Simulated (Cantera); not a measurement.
Charge: 1 mol V, 0.1 mol NH3, equilibrated at 1823 K and 100000 Pa.

Method: chemical equilibrium by Gibbs-energy minimisation in Cantera with the NASA 1993 tables (ideal gas, pure condensed phases). Candidate condensed phases: V, VN; 11 gas species. Mutual solubility and eutectic melting of coexisting phases are not modelled. VN: taken at fixed stoichiometry. Condensed phases not in the tables: V2N, N, O or C dissolved in the metal. Kinetics and transport are ignored.

Base state: H2 0.999, H 0.000433, N2 0.000174 (mole fractions); condensed: V(s) + VN(s).

Task: What changes in the equilibrium state with this change: V replaced by Cr?

Result: 
| species | before | after |
|---|---|---|
| H2 | 0.999 | 0.750 |
| N2 | 0.000174 | 0.250 |
| H | 0.000433 | 0.000375 |
| Cr | 0 | 0.000128 |
| V(s), mol | 0.900 | 0 |
| VN(s), mol | 0.0999 | 0 |
| Cr(s), mol | 0 | 1.000 |
Further candidate phases: Cr, CrN, Cr2N.
